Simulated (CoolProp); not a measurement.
Saturated liquid density (kg/m³) of isobutane: the reference equation beside estimates from Tc = 134.7 °C, pc = 36.29 bar, ω = 0.184. Rackett uses Z = 0.29056 − 0.08775 ω.

Model: reference Helmholtz-energy equation of state, Bücker 2006, in CoolProp.

```tsv
T (°C)	reference	Rackett	van der Waals
9.25	569.8	570.5	357.4
18.95	558.1	558.7	350.0
28.55	546.2	546.5	342.3
38.25	533.5	533.7	334.1
47.85	520.4	520.3	325.5
57.55	506.4	506.1	316.3
67.15	491.6	491.2	306.6
76.85	475.5	475.0	296.0
86.45	458.0	457.6	284.6
96.15	438.2	438.0	271.8
105.75	415.7	415.9	257.4
115.45	387.9	389.0	240.2
125.05	350.3	353.0	218.1
```

Absolute difference from the reference over all 13 rows, mean and median: Rackett 0.1 and 0.1 %, van der Waals 37.6 and 37.6 %.
